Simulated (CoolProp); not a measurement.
Vapour pressure (MPa) of trans-2-butene: the reference equation beside estimates from Tc = 428.6 K, pc = 4.019 MPa, ω = 0.210. Clausius-Clapeyron is anchored at 317.2 K with a constant enthalpy of vaporisation of 20.21 kJ/mol.

Model: reference Helmholtz-energy equation of state, Lemmon 2005, in CoolProp. It is a short technical equation, of lower accuracy than the large ones.

```json
[
 {"T (K)": "302", "reference": "0.2639", "Lee-Kesler": "0.2636", "Clausius-Clapeyron": "0.2792", "van der Waals": "0.8330", "Redlich-Kwong": "0.3713", "Soave-Redlich-Kwong": "0.2635", "Peng-Robinson": "0.2624"},
 {"T (K)": "304.5", "reference": "0.2847", "Lee-Kesler": "0.2847", "Clausius-Clapeyron": "0.2982", "van der Waals": "0.8685", "Redlich-Kwong": "0.3977", "Soave-Redlich-Kwong": "0.2846", "Peng-Robinson": "0.2833"},
 {"T (K)": "307.1", "reference": "0.3077", "Lee-Kesler": "0.3080", "Clausius-Clapeyron": "0.3191", "van der Waals": "0.9064", "Redlich-Kwong": "0.4265", "Soave-Redlich-Kwong": "0.3079", "Peng-Robinson": "0.3062"},
 {"T (K)": "309.6", "reference": "0.3311", "Lee-Kesler": "0.3318", "Clausius-Clapeyron": "0.3401", "van der Waals": "0.9439", "Redlich-Kwong": "0.4556", "Soave-Redlich-Kwong": "0.3317", "Peng-Robinson": "0.3296"},
 {"T (K)": "312.1", "reference": "0.3558", "Lee-Kesler": "0.3568", "Clausius-Clapeyron": "0.3622", "van der Waals": "0.9823", "Redlich-Kwong": "0.4860", "Soave-Redlich-Kwong": "0.3568", "Peng-Robinson": "0.3544"},
 {"T (K)": "314.6", "reference": "0.3819", "Lee-Kesler": "0.3833", "Clausius-Clapeyron": "0.3854", "van der Waals": "1.022", "Redlich-Kwong": "0.5179", "Soave-Redlich-Kwong": "0.3834", "Peng-Robinson": "0.3805"},
 {"T (K)": "317.2", "reference": "0.4106", "Lee-Kesler": "0.4123", "Clausius-Clapeyron": "0.4106", "van der Waals": "1.064", "Redlich-Kwong": "0.5527", "Soave-Redlich-Kwong": "0.4126", "Peng-Robinson": "0.4092"},
 {"T (K)": "319.7", "reference": "0.4396", "Lee-Kesler": "0.4418", "Clausius-Clapeyron": "0.4359", "van der Waals": "1.105", "Redlich-Kwong": "0.5876", "Soave-Redlich-Kwong": "0.4421", "Peng-Robinson": "0.4383"},
 {"T (K)": "322.2", "reference": "0.4701", "Lee-Kesler": "0.4728", "Clausius-Clapeyron": "0.4624", "van der Waals": "1.148", "Redlich-Kwong": "0.6240", "Soave-Redlich-Kwong": "0.4733", "Peng-Robinson": "0.4689"},
 {"T (K)": "324.7", "reference": "0.5022", "Lee-Kesler": "0.5053", "Clausius-Clapeyron": "0.4901", "van der Waals": "1.192", "Redlich-Kwong": "0.6620", "Soave-Redlich-Kwong": "0.5061", "Peng-Robinson": "0.5012"},
 {"T (K)": "327.2", "reference": "0.5359", "Lee-Kesler": "0.5395", "Clausius-Clapeyron": "0.5189", "van der Waals": "1.236", "Redlich-Kwong": "0.7016", "Soave-Redlich-Kwong": "0.5406", "Peng-Robinson": "0.5351"},
 {"T (K)": "329.8", "reference": "0.5728", "Lee-Kesler": "0.5768", "Clausius-Clapeyron": "0.5502", "van der Waals": "1.284", "Redlich-Kwong": "0.7445", "Soave-Redlich-Kwong": "0.5782", "Peng-Robinson": "0.5721"}
]
```

Absolute difference from the reference over all 12 rows, mean and median: Lee-Kesler 0.4 and 0.4 %, Clausius-Clapeyron 2.6 and 2.6 %, van der Waals 165.9 and 163.4 %, Redlich-Kwong 35.2 and 35.1 %, Soave-Redlich-Kwong 0.5 and 0.4 %, Peng-Robinson 0.3 and 0.4 %.
